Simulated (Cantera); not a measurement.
**Catalytic combustion on Pt**

An isothermal plug-flow reactor at 850 K and 480 Torr (inlet), inlet velocity 0.63 m/s, active area per volume 480 1/m; feed 2.87 % H₂, 2.87 % O₂, 90.8 % N₂, 3.45 % H₂O.

Model: Deutschmann's 1995 Pt surface mechanism with GRI-Mech 3.0 gas chemistry, integrated in Cantera. Catalytic surfaces can have several steady states; this one follows from the mechanism file's or the stated starting coverage. Mass transfer to the wall is taken as infinitely fast.

```
z (m)        x H₂    x O₂   x H₂O  θ free Pt     θ H*     θ O*    θ OH*
-------  --------  ------  ------  ---------  -------  -------  -------
3e-05      0.0185  0.0237  0.0450      0.989   0.0104  6.96e-6  1.82e-5
5.9e-05    0.0102  0.0196  0.0536      0.997  0.00256  2.65e-5  6.62e-5
0.00011   0.00395  0.0165  0.0601      0.476  1.12e-6    0.516  0.00824
0.00022   0.00154  0.0153  0.0625      0.229  3.01e-7    0.764  0.00699
0.00042  0.000560  0.0149  0.0636      0.163  1.73e-7    0.831  0.00618
0.00082  0.000110  0.0146  0.0640      0.143  1.39e-7    0.851  0.00586
0.0016    5.65e-6  0.0146  0.0641      0.139  1.33e-7    0.855  0.00580
0.003     2.88e-8  0.0146  0.0641      0.139  1.32e-7    0.856  0.00579
```
x: gas mole fraction; θ: surface coverage.
